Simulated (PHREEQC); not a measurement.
Consider water at 40 °C with 0.019 mol/kgw HF, 0.00079 mol/kgw (NH4)2SiF6 and 0.037 mol/kgw H3PO4. Closed to the air; pH follows from the charge balance.

The numbers come from PHREEQC with the ion-association model, wateq4f.dat.

- pH = 1.91
- ionic strength = 0.0161 mol/kgw
- total alkalinity = -59.2 meq/kg

```csv
species,molality,activity,log γ
H3PO4,0.0242,0.0243,0.002
HF,0.0172,0.0173,0.002
H+,0.0137,0.0123,-0.048
H2PO4-,0.0128,0.0113,-0.054
NH4+,0.00158,0.00139,-0.056
F-,0.000812,0.000710,-0.058
```

Precipitation was switched off in this run. H3PO4, which wateq4f.dat lacks, is added to it with the constant of phreeqc.dat. Constants without temperature data keep their 25 °C values here. SiF6-2 is the database's only silicon fluoride.
